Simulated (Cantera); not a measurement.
Charge: 1 mol B2O3, 2.5 mol H2, held at 2200 °C and 28000 Pa.

Cantera equilibrium calculation (NASA polynomials, part measured and part estimated; ideal gas, pure solids and liquids). Candidate condensed phases: B, B2O3, B3O3H3, H2O; 23 gas species. Rates play no part.

Base state: H2 0.559, B2O3 0.142, HBO2 0.114, HBO 0.0761, BO 0.0424, H 0.0315, H2O 0.0175, B2O2 0.0160 (mole fractions); condensed: gas only.

Question: What changes in the equilibrium state with this change: B2O3 replaced by B2H6?

Answer: 
```csv
species,before,after
H2,0.559,0.955
H,0.0315,0.0412
BH2,3.99e-6,0.00348
B2O3,0.142,0
HBO2,0.114,0
HBO,0.0761,0
BO,0.0424,0
H2O,0.0175,0
B2O2,0.0160,0
BO2,0.00155,0
OH,0.000198,0
"B(l), mol",0,1.98
```
The feed counts by its element totals alone. The tables' values for BH2 are old estimates; treat these amounts as uncertain. Gases not in the tables: B2H6 and higher boranes.

Question: What changes in the equilibrium state with this change: temperature from 2200 °C to 1677 °C?

Answer: 
```
species         before    after
------------  --------  -------
H2               0.559    0.786
B2O3             0.142   0.0831
HBO2             0.114   0.0625
BO              0.0424  0.00188
H               0.0315  0.00192
H2O             0.0175  0.00452
B2O2            0.0160  0.00954
HBO             0.0761   0.0505
B3O3H3         2.87e-8  2.02e-5
OH            0.000198  1.00e-6
BO2            0.00155  1.68e-5
B2O3(l), mol         0    0.557
```
